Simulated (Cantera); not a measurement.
Input (Python, Cantera):

```python
import numpy as np
import cantera as ct

gas = ct.Solution("gri30.yaml")


def delay(T, t_max=10):
    gas.TPX = T, 230000, {'C2H4': 1, 'O2': 6.52, 'N2': 24.5, 'H2O': 2.2}
    reactor = ct.IdealGasConstPressureReactor(gas, clone=False)
    net = ct.ReactorNet([reactor])
    net.rtol, net.atol = 1e-8, 1e-16
    while net.time < t_max:
        t_old, T_old = net.time, reactor.T
        net.step()
        if reactor.T > T + 400:  # ignition: a rise of 400 K
            return t_old + (T + 400 - T_old) / (reactor.T - T_old) * (net.time - t_old)
    return np.nan


taus = []
for T in [1025, 1125, 1225, 1325, 1425, 1525, 1625]:
    taus.append(delay(T))
    print(f"T0 = {T:6g} K   tau = {taus[-1]:.4e} s")
```

Output:

```
T0 =   1025 K   tau = 3.8918e-02 s
T0 =   1125 K   tau = 3.2014e-03 s
T0 =   1225 K   tau = 2.8749e-04 s
T0 =   1325 K   tau = 6.2375e-05 s
T0 =   1425 K   tau = 3.0011e-05 s
T0 =   1525 K   tau = 1.8434e-05 s
T0 =   1625 K   tau = 1.2693e-05 s
```

Model: GRI-Mech 3.0 (53 species, 325 reactions), integrated in Cantera. GRI-Mech 3.0 was tuned for natural gas; its chemistry of ethylene as a main component is partial and can be far from experiment.
